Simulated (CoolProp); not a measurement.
Saturated liquid density (kg/m³) of ethylene: the reference equation beside estimates from Tc = 282.4 K, pc = 50.42 bar, ω = 0.087.

Computed with CoolProp (reference Helmholtz-energy equation of state, Smukala 2000).

```json
[
 {"T (K)": "208.9", "reference": "506.4", "van der Waals": "331.5", "Peng-Robinson": "544.5"},
 {"T (K)": "213.2", "reference": "498.9", "van der Waals": "326.4", "Peng-Robinson": "534.8"},
 {"T (K)": "217.5", "reference": "491.2", "van der Waals": "321.2", "Peng-Robinson": "524.6"},
 {"T (K)": "221.7", "reference": "483.5", "van der Waals": "316.0", "Peng-Robinson": "514.2"},
 {"T (K)": "226", "reference": "475.3", "van der Waals": "310.4", "Peng-Robinson": "503.0"},
 {"T (K)": "230.3", "reference": "466.8", "van der Waals": "304.5", "Peng-Robinson": "491.2"},
 {"T (K)": "234.6", "reference": "457.9", "van der Waals": "298.4", "Peng-Robinson": "478.9"},
 {"T (K)": "238.9", "reference": "448.6", "van der Waals": "292.0", "Peng-Robinson": "465.8"},
 {"T (K)": "243.2", "reference": "438.8", "van der Waals": "285.3", "Peng-Robinson": "451.9"},
 {"T (K)": "247.5", "reference": "428.4", "van der Waals": "278.2", "Peng-Robinson": "437.1"},
 {"T (K)": "251.8", "reference": "417.3", "van der Waals": "270.6", "Peng-Robinson": "421.2"},
 {"T (K)": "256.1", "reference": "405.3", "van der Waals": "262.4", "Peng-Robinson": "404.1"},
 {"T (K)": "260.4", "reference": "392.2", "van der Waals": "253.6", "Peng-Robinson": "385.4"}
]
```

Absolute difference from the reference over all 13 rows, mean and median: van der Waals 34.9 and 34.8 %, Peng-Robinson 4.3 and 4.6 %.
